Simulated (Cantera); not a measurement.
A perfectly stirred reactor is fed with NO : N2 = 1 : 1.1 (molar parts), at 0.987 atm; it is held at 1775 K, and followed from long to short residence time.

Computed with Cantera and GRI-Mech 3.0 (53 species, 325 reactions).

Question: What does this change do: pressure from 0.987 atm to 0.0158 atm?

Answer: 
```json
[
 {"quantity": "x(NO) at τ = 3.40 s", "before": "0.322", "after": "0.470"},
 {"quantity": "x(O) at τ = 3.40 s", "before": "2.75e-5", "after": "8.71e-5"},
 {"quantity": "x(O2) at τ = 3.40 s", "before": "0.0767", "after": "0.00302"},
 {"quantity": "x(N2) at τ = 3.40 s", "before": "0.601", "after": "0.527"},
 {"quantity": "x(N2O) at τ = 3.40 s", "before": "4.18e-5", "after": "7.55e-5"},
 {"quantity": "x(NO) at τ = 20.0 ms", "before": "0.474", "after": "0.476"},
 {"quantity": "x(O) at τ = 20.0 ms", "before": "7.37e-6", "after": "1.24e-5"},
 {"quantity": "x(O2) at τ = 20.0 ms", "before": "0.000717", "after": "1.10e-6"},
 {"quantity": "x(N2) at τ = 20.0 ms", "before": "0.525", "after": "0.524"},
 {"quantity": "x(N2O) at τ = 20.0 ms", "before": "8.40e-5", "after": "1.16e-5"}
]
```
Radical loss at walls, strong at low pressure, is not modelled.

Question: What does this change do: N2 1.1 to 0.38 parts?

Answer: 
```json
[
 {"quantity": "x(NO) at τ = 3.40 s", "before": "0.322", "after": "0.439"},
 {"quantity": "x(O) at τ = 3.40 s", "before": "2.75e-5", "after": "3.72e-5"},
 {"quantity": "x(O2) at τ = 3.40 s", "before": "0.0767", "after": "0.142"},
 {"quantity": "x(N2) at τ = 3.40 s", "before": "0.601", "after": "0.418"},
 {"quantity": "x(N2O) at τ = 3.40 s", "before": "4.18e-5", "after": "7.66e-5"},
 {"quantity": "x(NO) at τ = 20.0 ms", "before": "0.474", "after": "0.721"},
 {"quantity": "x(O) at τ = 20.0 ms", "before": "7.37e-6", "after": "9.57e-6"},
 {"quantity": "x(O2) at τ = 20.0 ms", "before": "0.000717", "after": "0.00168"},
 {"quantity": "x(N2) at τ = 20.0 ms", "before": "0.525", "after": "0.277"},
 {"quantity": "x(N2O) at τ = 20.0 ms", "before": "8.40e-5", "after": "0.000193"}
]
```

Question: What does this change do: temperature 1775 to 1475 K?

Answer: 
| quantity | before | after |
|---|---|---|
| x(NO) at τ = 3.40 s | 0.322 | 0.466 |
| x(O) at τ = 3.40 s | 2.75e-5 | 2.47e-7 |
| x(O2) at τ = 3.40 s | 0.0767 | 0.00463 |
| x(N2) at τ = 3.40 s | 0.601 | 0.529 |
| x(N2O) at τ = 3.40 s | 4.18e-5 | 7.06e-5 |
| x(NO) at τ = 20.0 ms | 0.474 | 0.476 |
| x(O) at τ = 20.0 ms | 7.37e-6 | 3.42e-8 |
| x(O2) at τ = 20.0 ms | 0.000717 | 8.80e-7 |
| x(N2) at τ = 20.0 ms | 0.525 | 0.524 |
| x(N2O) at τ = 20.0 ms | 8.40e-5 | 2.14e-5 |
